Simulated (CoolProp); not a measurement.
1,2-dichloroethane at several states: fugacity coefficient from the reference equation and from simpler models built on Tc = 561.6 K, pc = 52.26 bar, ω = 0.269; each cubic takes its own stable root.

The numbers come from the reference Helmholtz-energy equation of state, Thol 2015 in CoolProp.

```csv
T (K),p (bar),phase,reference,Redlich-Kwong,Soave-Redlich-Kwong
257.2,7.11,liquid,0.001481,0.004633,0.001367
451.5,2.66,gas,0.9643,0.9681,0.9655
419.8,2.49,gas,0.9578,0.9635,0.9599
390.7,19.2,liquid,0.1363,0.2190,0.1376
```
